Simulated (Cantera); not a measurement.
# Hydrocarbon pyrolysis for carbon deposition

A perfectly stirred reactor is fed with CH₄ : H₂ = 1 : 10 (molar parts), at 143 Torr; it is held at 1425 K, and followed from long to short residence time.

Model: GRI-Mech 3.0 (53 species, 325 reactions), integrated in Cantera. GRI-Mech 3.0 stops at C3 and has no aromatics, soot or wall deposition, so with more carbon than oxygen in the feed, carbon stays in small species such as C2H2 where larger ones or solid carbon would form.

```json
[
 {"τ (s)": "15", "x CH₄": "0.0716", "x H₂": "0.919", "x H": "1.30e-5", "x C₂H₄": "0.000920", "x C₂H₆": "6.10e-6", "x CH₃": "2.02e-5", "x CH₂": "2.12e-10"},
 {"τ (s)": "4.6", "x CH₄": "0.0825", "x H₂": "0.914", "x H": "1.23e-5", "x C₂H₄": "0.000447", "x C₂H₆": "6.55e-6", "x CH₃": "2.23e-5", "x CH₂": "2.22e-10"},
 {"τ (s)": "1.4", "x CH₄": "0.0880", "x H₂": "0.911", "x H": "1.20e-5", "x C₂H₄": "0.000210", "x C₂H₆": "6.79e-6", "x CH₃": "2.33e-5", "x CH₂": "2.27e-10"},
 {"τ (s)": "0.43", "x CH₄": "0.0900", "x H₂": "0.910", "x H": "1.18e-5", "x C₂H₄": "0.000112", "x C₂H₆": "6.76e-6", "x CH₃": "2.35e-5", "x CH₂": "2.25e-10"},
 {"τ (s)": "0.13", "x CH₄": "0.0906", "x H₂": "0.909", "x H": "1.15e-5", "x C₂H₄": "5.92e-5", "x C₂H₆": "6.36e-6", "x CH₃": "2.30e-5", "x CH₂": "2.14e-10"},
 {"τ (s)": "0.040", "x CH₄": "0.0908", "x H₂": "0.909", "x H": "1.06e-5", "x C₂H₄": "2.19e-5", "x C₂H₆": "5.19e-6", "x CH₃": "2.12e-5", "x CH₂": "1.82e-10"},
 {"τ (s)": "0.012", "x CH₄": "0.0909", "x H₂": "0.909", "x H": "8.15e-6", "x C₂H₄": "3.65e-6", "x C₂H₆": "2.69e-6", "x CH₃": "1.63e-5", "x CH₂": "1.09e-10"},
 {"τ (s)": "0.0037", "x CH₄": "0.0909", "x H₂": "0.909", "x H": "4.26e-6", "x C₂H₄": "1.85e-7", "x C₂H₆": "4.76e-7", "x CH₃": "8.55e-6", "x CH₂": "2.98e-11"},
 {"τ (s)": "0.0011", "x CH₄": "0.0909", "x H₂": "0.909", "x H": "1.46e-6", "x C₂H₄": "4.31e-9", "x C₂H₆": "2.27e-8", "x CH₃": "2.93e-6", "x CH₂": "3.50e-12"},
 {"τ (s)": "0.00034", "x CH₄": "0.0909", "x H₂": "0.909", "x H": "4.61e-7", "x C₂H₄": "1.21e-10", "x C₂H₆": "7.57e-10", "x CH₃": "9.20e-7", "x CH₂": "<1e-12"},
 {"τ (s)": "0.00010", "x CH₄": "0.0909", "x H₂": "0.909", "x H": "1.37e-7", "x C₂H₄": "2.94e-12", "x C₂H₆": "1.97e-11", "x CH₃": "2.70e-7", "x CH₂": "<1e-12"}
]
```
x: mole fraction; the columns are a selection and need not sum to one.
